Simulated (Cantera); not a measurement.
# Ignition delay

Mixture: C₃H₈ : O₂ : N₂ : CO₂ = 1 : 3.33 : 15.3 : 2.5 (molar parts), at 7500 Torr, adiabatic and at constant pressure. Ignition delay is the time to a rise of 400 K.

Detailed kinetics in Cantera: GRI-Mech 3.0 (53 species, 325 reactions). GRI-Mech 3.0 was tuned for natural gas; its chemistry of propane as a main component is partial and can be far from experiment.

```json
[
 {"T0 (K)": "1050", "delay (ms)": "38.0"},
 {"T0 (K)": "1150", "delay (ms)": "5.67"},
 {"T0 (K)": "1250", "delay (ms)": "0.916"},
 {"T0 (K)": "1350", "delay (ms)": "0.182"},
 {"T0 (K)": "1450", "delay (ms)": "0.0476"},
 {"T0 (K)": "1550", "delay (ms)": "0.0164"},
 {"T0 (K)": "1650", "delay (ms)": "0.00714"},
 {"T0 (K)": "1750", "delay (ms)": "0.00376"},
 {"T0 (K)": "1850", "delay (ms)": "0.00228"}
]
```

```yaml
apparent activation energy between 1650 and 1850 K: 140 kJ/mol
```
